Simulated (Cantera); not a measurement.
**Diamond growth**

A diamond (100) surface in a fixed gas of H2 with x(CH4) = 0.017, x(CH3) = 0.00013, at 1423 K, 8100 Pa; coverages are run to steady state.

Cantera simulation using the Harris–Goodwin 1993 mechanism for the reconstructed diamond (100) surface; the numbers are that mechanism's predictions, not measurements.

```tsv
x(H)	growth (µm/h)	θ c6HH	θ c6H*	θ c6*H	θ c6**
0.0001	0.00877	0.722	0.0279	0.247	0.00299
0.00022	0.0514	0.591	0.0406	0.360	0.00859
0.00048	0.218	0.478	0.0509	0.451	0.0193
0.001	0.617	0.405	0.0569	0.504	0.0333
0.0023	1.39	0.357	0.0602	0.533	0.0492
0.005	2.23	0.334	0.0615	0.544	0.0602
0.011	3.06	0.322	0.0621	0.548	0.0669
0.024	4.02	0.317	0.0625	0.550	0.0705
0.052	5.42	0.314	0.0630	0.550	0.0724
```
θ: site fractions in the mechanism's names (c6HH fully hydrogenated, c6H* and c6*H radical sites, c6** diradical, c6HM methylated).
